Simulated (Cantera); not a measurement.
Charge: 1 mol C₆H₆, 3.8 mol H₂, equilibrated at 1675 K.

Equilibrium computed with Cantera from the NASA thermochemical tables; the gas is ideal and each condensed phase is pure. Candidate condensed phases: C, C₆H₆, C₇H₈, C₈H₁₈; 76 gas species. The ideal-gas law is rough above about 30 bar. The numbers say what is thermodynamically allowed, not how fast it happens.

### Question
What share of the C ends up in condensed phases as a function of P (Pa), at 10, 100, 1000, 10000, 100000, 1000000, 10000000?

### Answer
```csv
P (Pa),C condensed (%),as
10,100.0,C(graphite)
100,100.0,C(graphite)
1000,100.0,C(graphite)
10000,100.0,C(graphite)
100000,99.8,C(graphite)
1000000,98.7,C(graphite)
10000000,89.8,C(graphite)
```
